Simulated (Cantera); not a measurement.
A closed system holds: 1 mol C, 2.1 mol H2O, 22 mol H2, held at 823 K and 0.780 bar.

These are equilibrium values from Cantera (NASA tables, ideal gas, pure condensed phases), not measurements of a reactor. Candidate condensed phases: C, C6H6, C7H8, C8H18, H2O; 110 gas species. Kinetics and transport are ignored.

Question: What is the equilibrium state?

Answer: 
* **x(H2)**: 0.867
* **x(H2O)**: 0.0894
* **x(CH4)**: 0.0421
* **x(CO)**: 0.000768
* **x(CO2)**: 0.000286
* **gas amount**: 23.15 mol
* **log10 activity of C(graphite) (absent)**: -1.11
